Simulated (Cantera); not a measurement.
# Catalytic stagnation flow on Pt

A jet of CH₄ : O₂ : N₂ = 0.088 : 0.18 : 0.79 (molar parts) at 300 K and 0.0870 bar hits a platinum plate 4.3 cm away at a mass flux of 0.038 kg/m²/s; the plate temperature is set and raised in steps from an oxygen-covered start.

Detailed kinetics in Cantera: Deutschmann's 1995 Pt surface mechanism with GRI-Mech 3.0 gas chemistry. Catalytic surfaces can have several steady states; this one follows from the mechanism file's or the stated starting coverage.

```
plate T (K)  wall x CH₄  wall x O₂  wall x H₂O  wall x OH  wall x CO  wall x CO₂  θ free Pt   θ O*     θ OH*
-----------  ----------  ---------  ----------  ---------  ---------  ----------  ---------  -----  --------
900              0.0508      0.100      0.0612    4.76e-8    2.01e-5      0.0401      0.214  0.784   0.00199
950              0.0342     0.0651      0.0919    1.48e-7    1.99e-5      0.0606      0.308  0.690   0.00224
1000             0.0222     0.0399       0.114    3.92e-7    1.91e-5      0.0753      0.414  0.584   0.00221
1050             0.0150     0.0248       0.127    8.87e-7    1.90e-5      0.0842      0.522  0.476   0.00200
1100             0.0108     0.0160       0.134    1.78e-6    2.06e-5      0.0893      0.627  0.371   0.00171
1150            0.00823     0.0108       0.139    3.25e-6    2.44e-5      0.0923      0.723  0.275   0.00140
1200            0.00673    0.00784       0.141    5.45e-6    3.21e-5      0.0940      0.805  0.194   0.00110
1250            0.00587    0.00625       0.142    8.55e-6    4.57e-5      0.0949      0.867  0.132  0.000838
```
x: mole fraction at the wall; θ: surface coverage.
